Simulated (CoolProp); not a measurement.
Properties of R125 along the isotherm 345.2 K (Tc = 339.2 K, pc = 3618 kPa, ω = 0.305).

Computed with CoolProp (reference Helmholtz-energy equation of state, Lemmon 2005).

| p (kPa) | phase | cv (kJ/(kg K)) | isothermal compressibility (1/MPa) | expansivity (1/kK) | viscosity (µPa s) |
|---|---|---|---|---|---|
| 17.2 | gas | 0.7898 | 58.23 | 2.912 | 14.9 |
| 32.5 | gas | 0.7901 | 30.86 | 2.926 | 14.9 |
| 61.7 | gas | 0.7908 | 16.30 | 2.953 | 14.9 |
| 117 | gas | 0.7920 | 8.638 | 3.006 | 14.9 |
| 222 | gas | 0.7943 | 4.598 | 3.109 | 14.9 |
| 420 | gas | … | … | 3.319 | 15.0 |
| 797 | gas | 0.8078 | 1.362 | 3.790 | 15.1 |
| 1510 | gas | 0.8276 | 0.7933 | 5.045 | … |
| 2860 | gas | … | 0.5907 | 11.17 | 17.4 |
| 5430 | supercritical | 0.9183 | 0.08102 | 14.85 | 70.6 |

Problem. Fill in the missing entries.

Solution. 
- 420, cv (kJ/(kg K)): 0.7987
- 420, isothermal compressibility (1/MPa): 2.479
- 1510, viscosity (µPa s): 15.5
- 2860, cv (kJ/(kg K)): 0.8830

Viscosity comes from a separate model (Huber 2006).
